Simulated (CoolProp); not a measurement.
Vapour-liquid equilibrium of n-hexane (1) + n-decane (2) at 292.8 K; x and y are mole fractions of (1).

Model: multi-fluid Helmholtz-energy mixture model, Thol 2019 and Lemmon 2006; pair parameters Kunz 2012, in CoolProp.

Q: Give the bubble pressure and the first vapour's composition at x = 0.05, 0.425, 0.575. Is there an azeotrope?

A: x = 0.05: 0.0008810 MPa, y = 0.865; x = 0.425: 0.006699 MPa, y = 0.989; x = 0.575: 0.009097 MPa, y = 0.994. No azeotrope shows between x = 0.05 and 0.95.

The pair parameters rest on a limited set of measurements; away from them the model extrapolates.
